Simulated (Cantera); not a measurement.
What does this Cantera script print?

```python
import numpy as np
import cantera as ct

gas_names = """
    C CH CH2 CH3 CH4 C2 C2H C2H2,acetylene C2H2,vinylidene C2H3,vinyl C2H4 C2H5 C2H6 C3 C3H3,propargyl
    C3H4,allene C3H4,propyne C3H4,cyclo- C3H5,allyl C3H6,propylene C3H6,cyclo- C3H7,n-propyl
    C3H7,i-propyl C3H8 C4 C4H2 C4H4,1,3-cyclo- C4H6,butadiene C4H6,2-butyne C4H6,cyclo- C4H8,1-butene
    C4H8,cis2-buten C4H8,tr2-butene C4H8,isobutene C4H8,cyclo- C4H9,n-butyl C4H9,i-butyl C4H9,s-butyl
    C4H9,t-butyl C4H10,isobutane C4H10,n-butane C5 C5H6,1,3cyclo- C5H8,cyclo- C5H10,1-pentene
    C5H10,cyclo- C5H11,pentyl C5H11,t-pentyl C5H12,n-pentane C5H12,i-pentane CH3C(CH3)2CH3 C6H2
    C6H5,phenyl C6H6 C6H10,cyclo- C6H12,1-hexene C6H12,cyclo- C6H13,n-hexyl C7H7,benzyl C7H8
    C7H14,1-heptene C7H15,n-heptyl C7H16,n-heptane C8H8,styrene C8H10,ethylbenz C8H16,1-octene
    C8H17,n-octyl C8H18,isooctane C8H18,n-octane C9H19,n-nonyl C10H8,naphthale C10H21,n-decyl
    C12H9,o-bipheny C12H10,bipheny H H2 Ti
""".split()
cond_names = """
    C(gr) C6H6(L) C7H8(L) C8H18(L),n-octa Ti(a) Ti(b) Ti(L) TiC(s) TiC(L)
""".split()


def load(file, names, dense=False):
    # The tables refer to 1 bar. Condensed volumes are neglected.
    table = {s.name: s for s in ct.Species.list_from_file(file)}
    out = []
    for n in names:
        d = dict(table[n].input_data)
        d["thermo"] = dict(d["thermo"], **{"reference-pressure": 1e5})
        if dense:
            d["equation-of-state"] = {"model": "constant-volume", "density": "1e6 g/cm^3"}
        out.append(ct.Species.from_dict(d))
    return out


gas = ct.Solution(thermo="ideal-gas", species=load("nasa_gas.yaml", gas_names))
cond = {s.name: ct.Solution(thermo="fixed-stoichiometry", species=[s], name=s.name)
        for s in load("nasa_condensed.yaml", cond_names, dense=True)}
atoms = {
    'Ti': {'Ti': 1},
    'H2': {'H': 2},
    'C3H8': {'C': 3, 'H': 8},
}
top_T = {'C(gr)': 4500}  # K; cautious upper limits of use, not melting points


def equilibrate(T, P, feed):
    n = {}
    for name, mol in feed.items():
        for a, k in atoms[name].items():
            n[a] = n.get(a, 0.0) + k * mol
    gas.TPX = T, P, n
    mass = sum(n.values()) * gas.mean_molecular_weight
    gas.equilibrate("TP")
    valid = [c for c in cond.values() if c.min_temp <= T <= top_T.get(c.name, c.max_temp)]
    mix = ct.Mixture([(gas, mass / gas.mean_molecular_weight)] + [(c, 0.0) for c in valid])
    mix.T, mix.P = T, P
    mix.equilibrate("TP", solver="vcs", rtol=1e-11, max_steps=5000)
    return mix


results = []
feed = {'Ti': 1, 'H2': 270, 'C3H8': 0.14}  # mol
P = 44  # Pa
for T in [1073, 1223, 1373, 1523, 1673, 1823, 1973]:
    mix = equilibrate(T, P, feed)
    results.append((T, P, feed, dict(zip(mix.species_names, mix.species_moles))))
    x = sorted(zip(gas.X, gas.species_names), reverse=True)
    print(f"T = {T:g} K  P = {P:g} Pa  gas = {mix.phase_moles(0):.4g} mol")
    print("   x: " + "  ".join(f"{s} {v:.3e}" for v, s in x if v > 0.0001))
    print("   condensed (mol): " + ("  ".join(f"{mix.phase(i).name} {mix.phase_moles(i):.4g}"
          for i in range(1, mix.n_phases) if mix.phase_moles(i) > 1e-12) or "none"))
```

It prints:

```
T = 1073 K  P = 44 Pa  gas = 270.6 mol
   x: H2 1.000e+00
   condensed (mol): Ti(a) 0.58  TiC(s) 0.42
T = 1223 K  P = 44 Pa  gas = 270.6 mol
   x: H2 1.000e+00
   condensed (mol): Ti(b) 0.58  TiC(s) 0.42
T = 1373 K  P = 44 Pa  gas = 270.6 mol
   x: H2 9.998e-01  H 1.587e-04
   condensed (mol): Ti(b) 0.58  TiC(s) 0.42
T = 1523 K  P = 44 Pa  gas = 270.7 mol
   x: H2 9.989e-01  H 1.101e-03
   condensed (mol): Ti(b) 0.5788  TiC(s) 0.42
T = 1673 K  P = 44 Pa  gas = 271.3 mol
   x: H2 9.945e-01  H 5.414e-03  Ti 1.097e-04
   condensed (mol): Ti(b) 0.5502  TiC(s) 0.42
T = 1823 K  P = 44 Pa  gas = 273.8 mol
   x: H2 9.779e-01  H 2.043e-02  Ti 1.633e-03
   condensed (mol): Ti(b) 0.1328  TiC(s) 0.42
T = 1973 K  P = 44 Pa  gas = 279.8 mol
   x: H2 9.357e-01  H 6.222e-02  Ti 2.073e-03
   condensed (mol): TiC(s) 0.42
```

These are equilibrium values from Cantera (NASA tables, ideal gas, pure condensed phases), not measurements of a reactor. Mutual solubility and eutectic melting of coexisting phases are not modelled. TiC: taken at fixed stoichiometry. Condensed phases not in the tables: N, O or C dissolved in the metal.
